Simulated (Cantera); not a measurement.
What does this Cantera script print?

```python
import numpy as np
import cantera as ct

gas = ct.Solution("gri30.yaml")
gas.TPX = 1073, 101325, {'CO': 0.01, 'O2': 0.063, 'H2O': 0.0038, 'N2': 1}
reactor = ct.IdealGasConstPressureReactor(gas, energy="off", clone=False)
net = ct.ReactorNet([reactor])
net.rtol, net.atol = 1e-08, 1e-18
show = ['CO', 'O2', 'H2O', 'H', 'H2O2']
times = np.geomspace(6e-06, 300, 13)

steps = ct.SolutionArray(gas, extra=["t"])
rows = []
print(f"{'t/s':>10s}{'T/K':>9s}{'P/Pa':>11s}" + "".join(f"{s:>11s}" for s in show))
for t in times:
    while net.time < t:
        t_next = net.step()
        steps.append(gas.state, t=t_next)
    rows.append([np.interp(t, steps.t, y) for y in (steps.T, steps.P, *steps(*show).X.T)])
    print(f"{t:10.3e}{rows[-1][0]:9.1f}{rows[-1][1]:11.4g}" + "".join(f"{x:11.3e}" for x in rows[-1][2:]))
rate = np.gradient(steps.T, steps.t)
print("integrator steps:", len(steps.t))
if steps.T.max() > steps.T[0] + 200:
    print(f"time of steepest temperature rise: {steps.t[rate.argmax()]:.4e} s")
gas.TPX = 1073, 101325, {'CO': 0.01, 'O2': 0.063, 'H2O': 0.0038, 'N2': 1}
gas.equilibrate("TP")
print(f"equilibrium (TP): T = {gas.T:.1f} K  " + "  ".join(f"{s} {gas[s].X[0]:.3e}" for s in show))
```

Output:

```
       t/s      T/K       P/Pa         CO         O2        H2O          H       H2O2
 6.000e-06   1073.0  1.013e+05  9.287e-03  5.851e-02  3.529e-03  2.063e-15  3.192e-21
 2.629e-05   1073.0  1.013e+05  9.287e-03  5.851e-02  3.529e-03  6.569e-14  6.793e-20
 1.152e-04   1073.0  1.013e+05  9.287e-03  5.851e-02  3.529e-03  1.408e-12  4.766e-18
 5.045e-04   1073.0  1.013e+05  9.287e-03  5.851e-02  3.529e-03  1.504e-11  9.576e-16
 2.210e-03   1073.0  1.013e+05  9.287e-03  5.851e-02  3.529e-03  1.347e-10  1.974e-13
 9.684e-03   1073.0  1.013e+05  9.284e-03  5.850e-02  3.529e-03  1.570e-08  3.606e-09
 4.243e-02   1073.0  1.013e+05  5.514e-03  5.670e-02  3.519e-03  1.381e-06  2.929e-07
 1.859e-01   1073.0  1.013e+05  9.705e-04  5.457e-02  3.540e-03  1.243e-07  9.746e-08
 8.143e-01   1073.0  1.013e+05  5.057e-05  5.414e-02  3.545e-03  2.371e-09  3.720e-09
 3.568e+00   1073.0  1.013e+05  9.219e-07  5.411e-02  3.545e-03  1.336e-11  1.383e-10
 1.563e+01   1073.0  1.013e+05  5.516e-09  5.411e-02  3.545e-03  2.748e-13  2.228e-11
 6.848e+01   1073.0  1.013e+05  4.249e-11  5.411e-02  3.545e-03  1.105e-13  1.226e-11
 3.000e+02   1073.0  1.013e+05  2.483e-11  5.411e-02  3.545e-03  4.526e-14  5.677e-12
integrator steps: 1625
equilibrium (TP): T = 1073.0 K  CO 2.464e-11  O2 5.410e-02  H2O 3.545e-03  H 4.461e-14  H2O2 5.591e-12
```

Computed with Cantera and GRI-Mech 3.0 (53 species, 325 reactions).
